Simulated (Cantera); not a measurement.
Mixture: CH₃OH : O₂ : N₂ = 1 : 2.54 : 9.56 (molar parts), equivalence ratio 0.59, at 1.00 bar, adiabatic and at constant pressure. Ignition delay is the time to a rise of 400 K.

Model: GRI-Mech 3.0 (53 species, 325 reactions), integrated in Cantera. GRI-Mech 3.0 was tuned for natural gas; its chemistry of methanol as a main component is partial and can be far from experiment.

Q: What does this change do: CH3OH 1 to 1.3 parts?

A: 
```csv
quantity,before,after
delay at 1200 K,10.8 ms,10.2 ms
delay at 1350 K,1.30 ms,1.21 ms
delay at 1500 K,0.274 ms,0.247 ms
delay at 1650 K,84.9 µs,74.9 µs
delay at 1800 K,33.6 µs,29.0 µs
apparent activation energy between 1650 and 1800 K,150 kJ/mol,160 kJ/mol
```
